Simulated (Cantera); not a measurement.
A closed system holds: 1 mol CH3F, at 2700 K and 7.50 Pa.

Cantera equilibrium calculation (NASA polynomials, part measured and part estimated; ideal gas, pure solids and liquids). Candidate condensed phases: C, C6H6, C7H8, C8H18; 95 gas species. Kinetics and transport are ignored.

Base state: H 0.599, HF 0.223, C3 0.0771, F 0.0543, C 0.0246, C2 0.00849, H2 0.00835, CF 0.00271 (mole fractions); condensed: gas only.

Question: What changes in the equilibrium state with this change: CH3F replaced by CH3Cl?

Answer: 
```json
[
 {"species": "H", "before": "0.599", "after": "0.664"},
 {"species": "Cl", "before": "0", "after": "0.225"},
 {"species": "C3", "before": "0.0771", "after": "0.0628"},
 {"species": "HF", "before": "0.223", "after": "0"},
 {"species": "F", "before": "0.0543", "after": "0"},
 {"species": "H2", "before": "0.00835", "after": "0.0103"},
 {"species": "C", "before": "0.0246", "after": "0.0229"},
 {"species": "HCl", "before": "0", "after": "0.00501"},
 {"species": "CF", "before": "0.00271", "after": "0"}
]
```
